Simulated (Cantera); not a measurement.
A Cantera script and what it prints.

```python
import numpy as np
import cantera as ct

gas_names = """
    CL CL2 H HCL H2 Si SiCL SiCL2 SiCL3 SiCL4 SiH SiHCL3 SiH2 SiH2CL2 SiH3 SiH3CL SiH4 Si2 Si3
""".split()
cond_names = """
    Si(cr) Si(L)
""".split()


# ... load() reads the species with a 1 bar reference pressure and builds the phases ...
atoms = {
    'SiCl4': {'Si': 1, 'CL': 4},
    'Cl2': {'CL': 2},
    'H2': {'H': 2},
}
top_T = {}  # K; cautious upper limits of use, not melting points


# ... equilibrate(T, P, feed) seeds the gas with the atoms and calls Mixture.equilibrate('TP', solver="vcs", rtol=1e-11, max_steps=5000) ...
results = []
feed = {'SiCl4': 1, 'Cl2': 2.7, 'H2': 1.7}  # mol
T = 1423  # K
P = 13332.2  # Pa
mix = equilibrate(T, P, feed)
results.append((T, P, feed, dict(zip(mix.species_names, mix.species_moles))))
print(gas.report(threshold=1e-05))
for i in range(1, mix.n_phases):
    print(f"{mix.phase(i).name:16s} {mix.phase_moles(i):12.5e} mol")
```

Output:

```
       temperature   1423 K
          pressure   13332 Pa
           density   0.074688 kg/m^3
  mean mol. weight   66.281 kg/kmol
   phase of matter   gas

                          1 kg             1 kmol
                     ---------------   ---------------
          enthalpy       -1.8483e+06       -1.2251e+08  J
   internal energy       -2.0268e+06       -1.3434e+08  J
           entropy            4711.7        3.1229e+05  J/K
    Gibbs function        -8.553e+06        -5.669e+08  J
 heat capacity c_p            712.29             47211  J/K
 heat capacity c_v            586.85             38897  J/K

                      mass frac. Y      mole frac. X     chem. pot. / RT
                     ---------------   ---------------   ---------------
                CL          0.020016          0.037425           -17.002
               CL2           0.17437           0.16301           -34.004
               HCL           0.33985           0.61784           -35.545
             SiCL3        2.4162e-05        1.1913e-05           -91.817
             SiCL4           0.46574           0.18171           -108.82
     [  +14 minor]        9.3483e-09         6.948e-08

Si(cr)            0.00000e+00 mol
```

Cantera equilibrium calculation (NASA polynomials, part measured and part estimated; ideal gas, pure solids and liquids). The tables' values for SiCl3 are old estimates; treat these amounts as uncertain.
